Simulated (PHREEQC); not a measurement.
Copper plating or etch bath (model solution)

A solution holds 0.0045 mol/kgw Cu(BF4)2, 0.0074 mol/kgw H2SO4 and 0.00066 mol/kgw H3BO3, at 20 °C. Closed to the air; pH follows from the charge balance.

Equilibrium calculation in PHREEQC: ion-association model, phreeqc.dat.

| Item | Result |
|---|---|
| pH | 1.99 |
| ionic strength | 0.0266 mol/kgw |
| total alkalinity | -41.8 meq/kg |

| species | molality | activity | log γ |
|---|---|---|---|
| H+ | 0.0117 | 0.0103 | -0.056 |
| BF4- | 0.00723 | 0.00620 | -0.067 |
| HF | 0.00494 | 0.00497 | 0.003 |
| SO4-2 | 0.00413 | 0.00226 | -0.261 |
| Cu+2 | 0.00359 | 0.00202 | -0.250 |
| HSO4- | 0.00237 | 0.00203 | -0.067 |
| H3BO3 | 0.00183 | 0.00184 | 0.003 |
| CuSO4 | 0.000895 | 0.000901 | 0.003 |
| BF3OH- | 0.000487 | 0.000417 | -0.067 |
| F- | 0.000413 | 0.000352 | -0.070 |
| BF2(OH)2- | 0.000111 | 9.56e-5 | -0.067 |
| CuF+ | 1.44e-5 | 1.24e-5 | -0.067 |

This is a speciation only: nothing precipitates in the calculation. Real BF4- forms and hydrolyses slowly; the run takes it at equilibrium.
